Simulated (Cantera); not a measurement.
Feed: 1 mol B2O3, 19 mol N2, equilibrated at 2100 °C and 0.133 bar.

These are equilibrium values from Cantera (NASA tables, ideal gas, pure condensed phases), not measurements of a reactor. Candidate condensed phases: B, BN, B2O3; 17 gas species. Kinetics and transport are ignored.

Base state: N2 0.946, B2O3 0.0458, BO 0.00411, BO2 0.00354, NO 0.000262, B2O2 0.000175, O 0.000124, O2 3.63e-5 (mole fractions); condensed: gas only.

Problem. What changes in the equilibrium state with this change: B2O3 replaced by B?

Solution. 
```
species       before    after
----------  --------  -------
N2             0.946    1.000
B            1.04e-9  5.71e-5
BN             <1e-9  1.00e-5
B2O3          0.0458        0
BO           0.00411        0
BO2          0.00354        0
NO          0.000262        0
B2O2        0.000175        0
O           0.000124        0
O2           3.63e-5        0
BN(s), mol         0    0.999
```
